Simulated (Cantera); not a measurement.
A perfectly stirred reactor is fed with H2 : O2 : N2 : H2O = 0.84 : 1 : 4.3 : 0.025 (molar parts), equivalence ratio 0.42, at 1.00 bar; it is held at 1073 K, and followed from long to short residence time.

Cantera simulation using GRI-Mech 3.0 (53 species, 325 reactions); the numbers are that mechanism's predictions, not measurements. The temperature is held fixed by assumption; the heat of reaction is taken as removed at once.

x: mole fraction; the columns are a selection and need not sum to one.

```csv
τ (s),x H2,x O2,x O,x NO2,x H2O,x H2O2,x OH
1.9,0.00109,0.101,1.48e-6,1.18e-8,0.149,8.20e-6,3.79e-6
0.70,0.00203,0.102,2.94e-6,6.11e-9,0.148,1.78e-5,5.40e-6
0.26,0.00360,0.103,5.54e-6,3.02e-9,0.147,3.25e-5,7.99e-6
0.095,0.00585,0.104,1.07e-5,1.70e-9,0.144,4.61e-5,1.31e-5
0.035,0.00818,0.105,2.20e-5,1.24e-9,0.142,4.51e-5,2.50e-5
0.013,___,0.106,___,___,0.139,___,___
0.0047,0.0135,0.107,0.000103,9.12e-10,0.136,2.03e-5,0.000109
0.0017,___,0.109,___,7.57e-10,0.130,___,___
```

**Question.** Some entries are withheld; supply them.

**Answer.** 
- 0.013, x H2: 0.0104
- 0.013, x O: 4.76e-5
- 0.013, x NO2: 1.05e-9
- 0.013, x H2O2: 3.22e-5
- 0.013, x OH: 5.21e-5
- 0.0017, x H2: 0.0184
- 0.0017, x O: 0.000208
- 0.0017, x H2O2: 1.34e-5
- 0.0017, x OH: 0.000211
